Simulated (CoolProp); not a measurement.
Model: reference Helmholtz-energy equation of state, Lemmon 2006, in CoolProp. It is a short technical equation, of lower accuracy than the large ones.

**Question.** For nitrous oxide, give the phase and the cp (kJ/(kg K)), cv (kJ/(kg K)), isothermal compressibility (1/MPa), expansivity (1/kK) at 286.1 K and 3.32 MPa; 333.6 K and 3.32 MPa.

**Answer.** 
- 286.1 K and 3.32 MPa: gas; cp 1.46, cv 0.823, isothermal compressibility 0.436, expansivity 8.94
- 333.6 K and 3.32 MPa: gas; cp 1.12, cv 0.771, isothermal compressibility 0.352, expansivity 4.75
